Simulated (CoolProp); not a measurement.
Vapour-liquid equilibrium of propane (1) + R134a (2) at 262.7 K; x and y are mole fractions of (1).

Computed with CoolProp (multi-fluid Helmholtz-energy mixture model, Lemmon 2009 and Tillner-Roth 1994; pair parameters Bell 2016).

Question: Give the bubble pressure and the first vapour's composition at x = 0.275, 0.35, 0.5. Is there an azeotrope?

Answer: x = 0.275: 0.3951 MPa, y = 0.565; x = 0.35: 0.4074 MPa, y = 0.590; x = 0.5: 0.4186 MPa, y = 0.622. y crosses x between x = 0.65 and 0.725: the model has an azeotrope there.

Pair parameters are fitted to limited data, so mixtures are less certain than the pure fluids. With so large a gap from Raoult's law the liquid may split in two, which this calculation doesn't test in full.
